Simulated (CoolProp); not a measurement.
Vapour-liquid equilibrium of cyclohexane (1) + dimethyl carbonate (2) at 0.395 MPa; x and y are mole fractions of (1).

The numbers come from the multi-fluid Helmholtz-energy mixture model, Zhou 2014 and Zhou 2011; pair parameters Bell 2016 in CoolProp.

```tsv
x	bubble temperature (K)	y at the bubble point	dew temperature at overall composition x (K)	liquid density (mol/L)
0.05	408.7	0.132	411.3	9.884
0.15	403.0	…	408.1	9.648
0.25	399.8	0.404	404.7	9.397
0.35	398.1	0.471	…	9.148
0.45	397.1	0.522	398.6	8.912
0.55	396.8	0.566	396.8	…
0.65	396.9	0.612	397.3	8.498
0.75	397.6	0.668	399.4	8.318
0.85	399.4	0.750	402.3	8.147
0.95	403.5	0.888	405.4	7.972
```

Task: Some entries are withheld; supply them.

Result: 
- 0.15, y at the bubble point: 0.302
- 0.35, dew temperature at overall composition x (K): 401.5
- 0.55, liquid density (mol/L): 8.695

y crosses x between x = 0.55 and 0.65: the model has an azeotrope there.

Pair parameters are fitted to limited data, so mixtures are less certain than the pure fluids.
